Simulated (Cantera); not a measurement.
Stirred combustor or abatement burner

A perfectly stirred reactor is fed with C3H8 : O2 : N2 = 1 : 4.55 : 20 (molar parts), at 15.8 atm; it is adiabatic with a 550 K inlet, and is followed from long to short residence time, starting on the burning branch (τ in s: 0.028, 0.015, 0.0075, 0.0039, 0.002, 0.001, 0.00054, 0.00028, 0.00014, 7.4e-05, 3.8e-05, 2e-05, 1e-05).

Detailed kinetics in Cantera: GRI-Mech 3.0 (53 species, 325 reactions). GRI-Mech 3.0 was tuned for natural gas; its chemistry of propane as a main component is partial and can be far from experiment. The pressure lies above the range GRI-Mech 3.0 was tuned for (to about 10 atm).

```csv
τ (s),T (K),x C3H8,x O2,x CO2,x NO,x N2O
0.028,2300,1.07e-7,0.000218,0.0845,0.000351,9.80e-8
0.015,2298,1.91e-7,0.000303,0.0843,0.000362,1.16e-7
0.0075,2294,3.58e-7,0.000454,0.0840,0.000376,1.44e-7
0.0039,2289,6.37e-7,0.000676,0.0836,0.000388,1.81e-7
0.0020,2282,1.13e-6,0.00102,0.0830,0.000397,2.28e-7
0.0010,2271,2.02e-6,0.00154,0.0821,0.000400,2.86e-7
0.00054,2258,3.37e-6,0.00221,0.0810,0.000394,3.42e-7
0.00028,2241,5.79e-6,0.00319,0.0794,0.000376,4.01e-7
0.00014,2216,1.03e-5,0.00465,0.0771,0.000342,4.56e-7
7.4e-5,2186,1.78e-5,0.00655,0.0741,0.000295,4.92e-7
3.8e-5,2143,3.34e-5,0.00954,0.0697,0.000228,5.09e-7
2.0e-5,2075,7.21e-5,0.0149,0.0621,0.000137,4.88e-7
1.0e-5,550,0.0391,0.178,<1e-12,<1e-12,<1e-12
```
x: mole fraction; the columns are a selection and need not sum to one.
